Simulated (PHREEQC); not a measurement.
Solution (25 °C): 0.067 mol/kgw H2SO4 and 0.0053 mol/kgw MnSO4. Closed to the air; pH follows from the charge balance.

The numbers come from PHREEQC with the ion-association model, phreeqc.dat.

This is a speciation only: nothing precipitates in the calculation.

Q: Predict the pH.

A: pH 1.18.

Q: In which forms is S present?

A: HSO4- 73 %, SO4-2 24 %, MnSO4 2.2 % of the S.
